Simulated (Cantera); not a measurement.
Feed: 1 mol SiHCl3, 0.48 mol C3H8, 21 mol H2, equilibrated at 0.00130 bar.

Cantera equilibrium calculation (NASA polynomials, part measured and part estimated; ideal gas, pure solids and liquids). Candidate condensed phases: C, C6H6, C7H8, C8H18, Si, SiC; 109 gas species. Gases not in the tables: Si2H6 and higher silanes. The numbers say what is thermodynamically allowed, not how fast it happens.

Problem. What share of the Si ends up in condensed phases as a function of T (K), at 1498, 1548, 1598, 1648, 1698, 1748, 1798, 1848, 1898, 1948, 1998, 2048, 2098?

Solution. 
| T (K) | Si condensed (%) | as |
|---|---|---|
| 1498 | 99.0 | SiC(s) |
| 1548 | 98.8 | SiC(s) |
| 1598 | 98.5 | SiC(s) |
| 1648 | 98.2 | SiC(s) |
| 1698 | 97.9 | SiC(s) |
| 1748 | 97.4 | SiC(s) |
| 1798 | 96.9 | SiC(s) |
| 1848 | 96.2 | SiC(s) |
| 1898 | 95.0 | SiC(s) |
| 1948 | 93.1 | SiC(s) |
| 1998 | 89.5 | SiC(s) |
| 2048 | 82.6 | SiC(s) |
| 2098 | 68.9 | SiC(s) |
